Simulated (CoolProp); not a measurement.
Vapour-liquid equilibrium of acetone (1) + p-xylene (2) at 199.15 °C; x and y are mole fractions of (1).

Values from CoolProp's multi-fluid Helmholtz-energy mixture model, Lemmon 2006 and Zhou 2012; pair parameters Bell 2016.

### Question
Give the bubble pressure and the first vapour's composition at x = 0.05, 0.35, 0.65. Is there an azeotrope?

### Answer
x = 0.05: 547.4 kPa, y = 0.262; x = 0.35: 1246 kPa, y = 0.711; x = 0.65: 1860 kPa, y = 0.857. No azeotrope shows between x = 0.05 and 0.95.

Pair parameters are fitted to limited data, so mixtures are less certain than the pure fluids. The gap from Raoult's law changes sign with composition, which may be real or a fault of the pair parameters; it wasn't checked against measurements.
